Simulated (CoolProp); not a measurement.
Vapour-liquid equilibrium of R125 (1) + R227EA (2) at 0.0626 MPa; x and y are mole fractions of (1).

Values from CoolProp's multi-fluid Helmholtz-energy mixture model, Lemmon 2005 and Lemmon 2016; pair parameters Bell 2016.

```csv
x,bubble temperature (°C),y at the bubble point,dew temperature at overall composition x (°C),liquid density (mol/L)
0.05,-29.9,0.173,-27.8,9.464
0.2,-37.4,0.519,-30.4,9.966
0.35,-43.1,0.712,-33.4,10.47
0.5,-47.5,0.827,-36.9,10.98
0.65,-51.1,0.901,-41.1,11.52
0.8,-54.1,0.952,-46.4,12.08
0.95,-56.6,0.990,-54.0,12.68
```

No azeotrope shows between x = 0.05 and 0.95.

The pair parameters rest on a limited set of measurements; away from them the model extrapolates.
